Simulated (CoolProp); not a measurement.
Vapour-liquid equilibrium of cyclohexane (1) + n-heptane (2) at 190.85 °C; x and y are mole fractions of (1).

Computed with CoolProp (multi-fluid Helmholtz-energy mixture model, Zhou 2014 and Span 2003; pair parameters Bell 2016).

```tsv
x	bubble pressure, mixture model (bar)	bubble pressure, Raoult's law (bar)	y, mixture model	y, Raoult's law
0.05	8.513	8.514	(withheld)	0.068
0.15	8.839	8.840	(withheld)	0.197
0.25	9.169	9.166	0.299	0.317
0.35	9.500	9.491	0.408	0.428
0.45	9.831	9.817	0.511	0.532
0.55	10.16	10.14	(withheld)	0.629
0.65	10.49	10.47	0.703	0.721
0.75	(withheld)	10.79	(withheld)	0.807
0.85	(withheld)	11.12	0.877	0.887
0.95	(withheld)	11.44	0.960	0.964
```

Q: Some entries are withheld; supply them.

A: 
- 0.05, y, mixture model: 0.063
- 0.15, y, mixture model: 0.184
- 0.55, y, mixture model: 0.609
- 0.75, bubble pressure, mixture model (bar): 10.81
- 0.75, y, mixture model: 0.792
- 0.85, bubble pressure, mixture model (bar): 11.13
- 0.95, bubble pressure, mixture model (bar): 11.45

The largest gap from Raoult's law is +0.2 % in bubble pressure, at x = 0.65. No azeotrope shows between x = 0.05 and 0.95.

Pair parameters are fitted to limited data, so mixtures are less certain than the pure fluids.
